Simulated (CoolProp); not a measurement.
n-hexane at 293.15 K and 0.0081 MPa is compressed adiabatically to 0.0136 MPa with isentropic efficiency 0.8. Each further row changes one setting.

The numbers come from the reference Helmholtz-energy equation of state, Thol 2019 in CoolProp.

```tsv
case	work (kJ/kg)	final temperature (K)	final density (kg/m³)
as stated	___	___	0.467
efficiency 1	14.8	___	0.471
efficiency 0.65	22.7	307.0	___
```

Question: Some entries are withheld; supply them.

Answer: 
- as stated, work (kJ/kg): 18.5
- as stated, final temperature (K): 304.5
- efficiency 1, final temperature (K): 302.3
- efficiency 0.65, final density (kg/m³): 0.463
